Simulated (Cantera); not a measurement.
Input: 1 mol SiCl4, 0.66 mol CH4, 200 mol H2, at 750 Torr.

Cantera equilibrium calculation (NASA polynomials, part measured and part estimated; ideal gas, pure solids and liquids). Candidate condensed phases: C, C6H6, C7H8, C8H18, Si, SiC; 109 gas species. Mutual solubility and eutectic melting of coexisting phases are not modelled. The tables' values for SiCl3 are old estimates; treat these amounts as uncertain. Kinetics and transport are ignored.

x: gas mole fraction; n: condensed amount in mol.

```json
[
 {"T (K)": "1223", "x H2": "0.983", "x HCl": "0.0148", "x SiCl2": "0.000368", "x SiHCl3": "0.000684", "n SiC(s)": "0.653", "n Si(s)": "0"},
 {"T (K)": "1248", "x H2": "0.983", "x HCl": "0.0151", "x SiCl2": "0.000499", "x SiHCl3": "0.000602", "n SiC(s)": "0.654", "n Si(s)": "0"},
 {"T (K)": "1273", "x H2": "0.983", "x HCl": "0.0154", "x SiCl2": "0.000623", "x SiHCl3": "0.000499", "n SiC(s)": "0.655", "n Si(s)": "0.00995"},
 {"T (K)": "1298", "x H2": "0.983", "x HCl": "0.0159", "x SiCl2": "(withheld)", "x SiHCl3": "(withheld)", "n SiC(s)": "0.655", "n Si(s)": "(withheld)"},
 {"T (K)": "1323", "x H2": "0.982", "x HCl": "0.0164", "x SiCl2": "0.000746", "x SiHCl3": "0.000282", "n SiC(s)": "0.656", "n Si(s)": "0.0654"},
 {"T (K)": "1348", "x H2": "0.982", "x HCl": "0.0167", "x SiCl2": "0.000796", "x SiHCl3": "(withheld)", "n SiC(s)": "0.656", "n Si(s)": "(withheld)"},
 {"T (K)": "1373", "x H2": "0.982", "x HCl": "0.0169", "x SiCl2": "0.000839", "x SiHCl3": "0.000155", "n SiC(s)": "0.656", "n Si(s)": "0.0958"}
]
```

**Question.** What belongs in the gaps?

**Answer.** 
- 1298, x SiCl2: 0.000689
- 1298, x SiHCl3: 0.000378
- 1298, n Si(s): 0.0414
- 1348, x SiHCl3: 0.000209
- 1348, n Si(s): 0.0832
